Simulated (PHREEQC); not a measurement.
Make-up at 5 °C: 0.019 mol HF, 0.00093 mol CsF and 0.18 mol H2SO4 per kg of water. Closed to the air; pH follows from the charge balance.

The numbers come from PHREEQC with the ion-association model, wateq4f.dat.

Each row changes one thing in this solution. Precipitation was switched off in this run.

```json
[
 {"case": "as made", "pH": "0.77", "ionic strength (mol/kgw)": "0.248", "HSO4- (mol/kgw)": "0.146", "SO4-2 (mol/kgw)": "0.0340", "HF (mol/kgw)": "0.0167", "H2F2 (mol/kgw)": "0.00153"},
 {"case": "temperature from 5 to 45 °C", "pH": "0.81", "ionic strength (mol/kgw)": "0.215", "HSO4- (mol/kgw)": "0.162", "SO4-2 (mol/kgw)": "0.0176", "HF (mol/kgw)": "0.0189", "H2F2 (mol/kgw)": "0.000463"},
 {"case": "HF from 0.019 to 0.0038 mol/kgw", "pH": "0.77", "ionic strength (mol/kgw)": "0.248", "HSO4- (mol/kgw)": "0.146", "SO4-2 (mol/kgw)": "0.0340", "HF (mol/kgw)": "0.00447", "H2F2 (mol/kgw)": "0.000110"},
 {"case": "CsF from 0.00093 to 0.00465 mol/kgw", "pH": "0.78", "ionic strength (mol/kgw)": "0.249", "HSO4- (mol/kgw)": "0.145", "SO4-2 (mol/kgw)": "(withheld)", "HF (mol/kgw)": "0.0193", "H2F2 (mol/kgw)": "0.00206"},
 {"case": "HF from 0.019 to 0.0209 mol/kgw", "pH": "0.77", "ionic strength (mol/kgw)": "0.248", "HSO4- (mol/kgw)": "0.146", "SO4-2 (mol/kgw)": "0.0340", "HF (mol/kgw)": "0.0181", "H2F2 (mol/kgw)": "0.00179"},
 {"case": "HF from 0.019 to 0.0285 mol/kgw", "pH": "0.77", "ionic strength (mol/kgw)": "0.248", "HSO4- (mol/kgw)": "0.146", "SO4-2 (mol/kgw)": "0.0340", "HF (mol/kgw)": "0.0233", "H2F2 (mol/kgw)": "0.00297"},
 {"case": "H2SO4 from 0.18 to 0.09 mol/kgw", "pH": "1.03", "ionic strength (mol/kgw)": "0.138", "HSO4- (mol/kgw)": "0.0659", "SO4-2 (mol/kgw)": "0.0241", "HF (mol/kgw)": "0.0167", "H2F2 (mol/kgw)": "(withheld)"},
 {"case": "H2SO4 from 0.18 to 0.198 mol/kgw", "pH": "0.73", "ionic strength (mol/kgw)": "0.269", "HSO4- (mol/kgw)": "0.162", "SO4-2 (mol/kgw)": "0.0356", "HF (mol/kgw)": "0.0167", "H2F2 (mol/kgw)": "(withheld)"}
]
```

Q: Fill in the missing entries.

A: 
- CsF from 0.00093 to 0.00465 mol/kgw, SO4-2 (mol/kgw): 0.0345
- H2SO4 from 0.18 to 0.09 mol/kgw, H2F2 (mol/kgw): 0.00149
- H2SO4 from 0.18 to 0.198 mol/kgw, H2F2 (mol/kgw): 0.00154

wateq4f.dat counts part of the HF as a dimer, H2F2, which phreeqc.dat doesn't know; its constant is uncertain. At this temperature some constants are extrapolated from 25 °C, and those without enthalpy data are left unchanged.
